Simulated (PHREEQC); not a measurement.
# City or well water: speciation

Synthetic water in mg/L, 28 °C, pH 7.23, pe -0.3:

```tsv
constituent	mg/L
Na	28.4
K	0.474
Ca	2.86
Mg	0.529
Cl	33.2
S(6) as SO4	1.04
Alkalinity as HCO3	32.3
Fe(2)	0.0295
```

Valence states are taken as typed.

All values are PHREEQC results (ion-association model, phreeqc.dat), not measurements.

No solid was allowed to form.

Task: Estimate the specific conductance.

Result: specific conductance 175 µS/cm.

Task: In which forms is Fe present?

Result: Fe+2 94 %, FeHCO3+ 4.2 %, FeCO3 0.8 %, FeOH+ 0.6 % of the Fe.

Species that the database lacks are ignored.
